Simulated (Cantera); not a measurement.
Cantera run, input and output.

```python
import numpy as np
import cantera as ct

gas = ct.Solution("gri30.yaml")
gas.TPX = 550, 101325, {'CH3OH': 1, 'O2': 2.21, 'N2': 5.74}
flame = ct.FreeFlame(gas, width=0.04)
flame.set_refine_criteria(ratio=3, slope=0.08, curve=0.16)
flame.transport_model = "unity-Lewis-number"
flame.solve(loglevel=0, auto=True)
z, T = flame.grid, flame.T
thick = (T[-1] - T[0]) / np.gradient(T, z).max()
show = ['CH3OH', 'O2', 'C2H', 'H2O', 'O', 'HCN']
print(f"laminar burning velocity  {flame.velocity[0] * 100:.3f} cm/s")
print(f"burnt temperature         {T[-1]:.1f} K")
print(f"thermal thickness         {thick * 1e3:.4f} mm")
print(f"grid points               {len(z)}")
z0 = z[flame.heat_release_rate.argmax()]
print(f"{'z/mm':>9s}{'T/K':>9s}{'u/(m/s)':>9s}" + "".join(f"{s:>11s}" for s in show))
rows = []
for k in (-3, -2, -1.5, -1, -0.5, -0.25, 0, 0.25, 0.5, 1, 2, 4, 8):
    zz = z0 + k * thick
    rows.append([k * thick, np.interp(zz, z, T), np.interp(zz, z, flame.velocity),
                 *(np.interp(zz, z, flame.X[gas.species_index(s)]) for s in show)])
    print(f"{rows[-1][0] * 1e3:9.3f}{rows[-1][1]:9.1f}{rows[-1][2]:9.3f}" + "".join(f"{x:11.3e}" for x in rows[-1][3:]))
```

Result:

```
laminar burning velocity  81.856 cm/s
burnt temperature         2287.5 K
thermal thickness         0.3232 mm
grid points               149
     z/mm      T/K  u/(m/s)      CH3OH         O2        C2H        H2O          O        HCN
   -0.970    550.7    0.820  1.117e-01  2.469e-01  5.464e-31  9.644e-05  4.337e-20  1.956e-11
   -0.646    556.8    0.829  1.111e-01  2.462e-01  1.003e-27  9.138e-04  1.303e-17  1.823e-10
   -0.485    573.3    0.855  1.097e-01  2.445e-01  2.879e-26  3.132e-03  3.198e-16  6.240e-10
   -0.323    657.3    0.986  1.022e-01  2.358e-01  2.727e-23  1.459e-02  2.201e-13  2.906e-09
   -0.162   1019.3    1.569  6.855e-02  1.965e-01  2.699e-17  6.596e-02  1.162e-08  1.313e-08
   -0.081   1382.2    2.189  3.428e-02  1.560e-01  1.758e-13  1.186e-01  7.525e-06  2.365e-08
    0.000   1776.4    2.891  3.159e-03  1.124e-01  5.507e-11  1.739e-01  1.394e-03  3.695e-08
    0.081   1903.8    3.099  8.797e-06  9.223e-02  3.081e-11  1.870e-01  6.614e-03  2.134e-08
    0.162   1964.0    3.183  1.773e-08  8.595e-02  1.345e-12  1.878e-01  7.710e-03  6.097e-09
    0.323   2049.8    3.301  5.654e-13  8.117e-02  1.566e-15  1.902e-01  6.860e-03  4.583e-10
    0.646   2144.4    3.427  1.368e-17  7.820e-02  5.895e-20  1.953e-01  4.706e-03  5.705e-12
    1.293   2224.2    3.533  1.348e-18  7.632e-02  2.447e-24  2.005e-01  2.706e-03  6.509e-13
    2.586   2270.7    3.593  3.855e-19  7.529e-02  2.023e-25  2.037e-01  1.647e-03  5.505e-13
```

Detailed kinetics in Cantera: GRI-Mech 3.0 (53 species, 325 reactions). GRI-Mech 3.0 was tuned for natural gas; its chemistry of methanol as a main component is partial and can be far from experiment. Unity Lewis numbers drop preferential diffusion, which matters most where H2 and H carry the flame. Burning velocities carry a grid error of a few per cent, more on coarse grids.
